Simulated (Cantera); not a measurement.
A Cantera script and what it prints.

```python
import numpy as np
import cantera as ct

gas_names = """
    H HO2 H2 H2O H2O2 O OH O2 O3 V VO VO2
""".split()
cond_names = """
    H2O(s) H2O(L) V(cr) V(L) VO(s) VO(L) V2O3(s) V2O3(L) V2O4(I) V2O4(II) V2O4(L) V2O5(s) V2O5(L)
""".split()


# ... load() reads the species with a 1 bar reference pressure and builds the phases ...
atoms = {
    'V2O5': {'V': 2, 'O': 5},
    'H2': {'H': 2},
}
top_T = {}  # K; cautious upper limits of use, not melting points


# ... equilibrate(T, P, feed) seeds the gas with the atoms and calls Mixture.equilibrate('TP', solver="vcs", rtol=1e-11, max_steps=5000) ...
results = []
feed = {'V2O5': 1, 'H2': 670}  # mol
P = 82  # Pa
for T in [948, 998, 1048, 1098, 1148, 1198, 1248, 1298, 1348, 1398, 1448, 1498]:
    mix = equilibrate(T, P, feed)
    results.append((T, P, feed, dict(zip(mix.species_names, mix.species_moles))))

top = {s: max(r[3][s] / sum(r[3][g] for g in gas_names) for r in results) for s in gas_names}
cols = sorted((s for s in top if top[s] > 0.001), key=lambda s: -top[s])[:5]
seen = [c for c in cond_names if any(r[3].get(c, 0) > 1e-12 for r in results)]
print("log10 of partial pressures in bar; condensed amounts in mol")
print(f"{'T/K':>10s}" + "".join(f"{s[:9]:>10s}" for s in cols + seen))
for T, P, feed, n in results:
    ng = sum(n[g] for g in gas_names)
    print(f"{T:10.4g}" + "".join(f"{np.log10(max(n[s] / ng * P / 1e5, 1e-99)):10.3f}" for s in cols)
          + "".join(f"{n.get(c, 0):10.4g}" for c in seen))
```

Result:

```
log10 of partial pressures in bar; condensed amounts in mol
       T/K        H2       H2O     VO(s)   V2O3(s)
       948    -3.087    -5.611         0         1
       998    -3.087    -5.611         0         1
      1048    -3.087    -5.611         0         1
      1098    -3.087    -5.611         0         1
      1148    -3.087    -5.611         0         1
      1198    -3.087    -5.611         0         1
      1248    -3.087    -5.611         0         1
      1298    -3.088    -5.611         0         1
      1348    -3.088    -5.611         0         1
      1398    -3.088    -5.611         0         1
      1448    -3.088    -5.611         0         1
      1498    -3.088    -5.531    0.8186    0.5905
```

Method: chemical equilibrium by Gibbs-energy minimisation in Cantera with the NASA 1993 tables (ideal gas, pure condensed phases). Mutual solubility and eutectic melting of coexisting phases are not modelled. VO: taken at fixed stoichiometry. Condensed phases not in the tables: the oxides between V2O3 and V2O5 other than VO2.
